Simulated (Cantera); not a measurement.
Cantera run:

```python
import numpy as np
import cantera as ct

gas_names = """
    H H2 Pb Pb2
""".split()
cond_names = """
    Pb(cr) Pb(L)
""".split()


# ... load() reads the species with a 1 bar reference pressure and builds the phases ...
atoms = {
    'Pb': {'Pb': 1},
    'H2': {'H': 2},
}
top_T = {}  # K; cautious upper limits of use, not melting points


# ... equilibrate(T, P, feed) seeds the gas with the atoms and calls Mixture.equilibrate('TP', solver="vcs", rtol=1e-11, max_steps=5000) ...
results = []
T = 975  # K
P = 13  # Pa
for m in [3.7, 7.5, 11, 15, 19, 23, 26]:
    feed = {'Pb': 1, 'H2': m}  # mol
    mix = equilibrate(T, P, feed)
    results.append((T, P, feed, dict(zip(mix.species_names, mix.species_moles))))

top = {s: max(r[3][s] / sum(r[3][g] for g in gas_names) for r in results) for s in gas_names}
cols = sorted((s for s in top if top[s] > 0.001), key=lambda s: -top[s])[:6]
seen = [c for c in cond_names if any(r[3].get(c, 0) > 1e-12 for r in results)]
print("log10 of partial pressures in bar; condensed amounts in mol")
print(f"{'n(H2)':>10s}" + "".join(f"{s[:9]:>10s}" for s in cols + seen))
for T, P, feed, n in results:
    ng = sum(n[g] for g in gas_names)
    print(f"{feed['H2']:10.4g}" + "".join(f"{np.log10(max(n[s] / ng * P / 1e5, 1e-99)):10.3f}" for s in cols)
          + "".join(f"{n.get(c, 0):10.4g}" for c in seen))
```

It prints:

```
log10 of partial pressures in bar; condensed amounts in mol
     n(H2)        H2        Pb     Pb(L)
       3.7    -3.918    -5.038    0.7193
       7.5    -3.918    -5.038     0.431
        11    -3.918    -5.038    0.1655
        15    -3.914    -5.090         0
        19    -3.908    -5.187         0
        23    -3.905    -5.266         0
        26    -3.902    -5.317         0
```

Equilibrium computed with Cantera from the NASA thermochemical tables; the gas is ideal and each condensed phase is pure.
